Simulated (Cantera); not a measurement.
**Silicon oxide and oxynitride deposition: HMDSO + CO₂**

Input: 1 mol HMDSO, 0.98 mol CO₂, equilibrated at 0.0975 Torr.

Equilibrium computed with Cantera from the NASA thermochemical tables; the gas is ideal and each condensed phase is pure. Candidate condensed phases: C, C₆H₆, C₇H₈, C₈H₁₈, H₂O, Si, SiC, SiO₂; 123 gas species. The feed counts by its element totals alone. Rates play no part.

```
T (K)   x H₂   x CO     x H      x Si    x SiO  n C(graphite)  n SiC(s)
-----  -----  -----  ------  --------  -------  -------------  --------
1775   0.733  0.243  0.0217  0.000362  0.00126           2.05      1.98
1800   0.728  0.243  0.0268  0.000588  0.00135           2.06      1.98
1825   0.723  0.242  0.0328  0.000943  0.00144           2.06      1.97
1850   0.716  0.241  0.0400   0.00149  0.00154           2.07      1.96
1875   0.708  0.239  0.0484   0.00233  0.00164           2.08      1.95
1900   0.698  0.238  0.0582   0.00360  0.00173           2.10      1.93
1925   0.687  0.236  0.0695   0.00550  0.00183           2.13      1.90
1950   0.673  0.233  0.0825   0.00831  0.00193           2.16      1.86
1975   0.657  0.230  0.0973    0.0124  0.00202           2.22      1.80
2000   0.637  0.226   0.114    0.0184  0.00211           2.30      1.71
```
x: gas mole fraction; n: condensed amount in mol.

From 1775 K to 2000 K the condensed part is C(graphite) + SiC(s). The main Si-bearing gas is SiO at 1775 K and Si at 2000 K. The share of Si in condensed phases is highest at 1775 K (99.0 %) and lowest at 2000 K (85.5 %).
